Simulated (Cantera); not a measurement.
Feed: 1 mol BCl₃, 8.9 mol H₂O, 0.15 mol N₂, 0.069 mol O₂, equilibrated at 902 °C and 14.0 Pa.

Method: chemical equilibrium by Gibbs-energy minimisation in Cantera with the NASA 1993 tables (ideal gas, pure condensed phases). Candidate condensed phases: B, BN, B₂O₃, B₃O₃H₃, H₂O, NH₄Cl; 49 gas species. Kinetics and transport are ignored.

Base state: H₂O 0.663, HCl 0.276, HBO₂ 0.0398, N₂ 0.0138, O₂ 0.00609, Cl 0.00108, (HBO₂)₃ 8.22e-5, B₂O₃ 2.85e-5 (mole fractions); condensed: B₂O₃(l).

Problem. What changes in the equilibrium state with this change: temperature from 902 °C to 800 °C?

Solution. 
| species | before | after |
|---|---|---|
| H₂O | 0.663 | 0.690 |
| HCl | 0.276 | 0.281 |
| N₂ | 0.0138 | 0.0141 |
| HBO₂ | 0.0398 | 0.00762 |
| B₂O₃ | 2.85e-5 | 6.16e-7 |
| OH | 2.07e-5 | 4.38e-6 |
| Cl | 0.00108 | 0.000431 |
| Cl₂ | 1.24e-5 | 2.25e-5 |
| B₂O₃(l), mol | 0.283 | 0.457 |

Problem. What changes in the equilibrium state with this change: temperature from 902 °C to 850 °C?

Solution. 
```json
[
 {"species": "H₂O", "before": "0.663", "after": "0.682"},
 {"species": "HCl", "before": "0.276", "after": "0.279"},
 {"species": "HBO₂", "before": "0.0398", "after": "0.0179"},
 {"species": "N₂", "before": "0.0138", "after": "0.0140"},
 {"species": "B₂O₃", "before": "2.85e-5", "after": "4.42e-6"},
 {"species": "OH", "before": "2.07e-5", "after": "9.76e-6"},
 {"species": "Cl", "before": "0.00108", "after": "0.000690"},
 {"species": "Cl₂", "before": "1.24e-5", "after": "1.66e-5"},
 {"species": "(HBO₂)₃", "before": "8.22e-5", "after": "0.000106"},
 {"species": "B₂O₃(l), mol", "before": "0.283", "after": "0.402"}
]
```
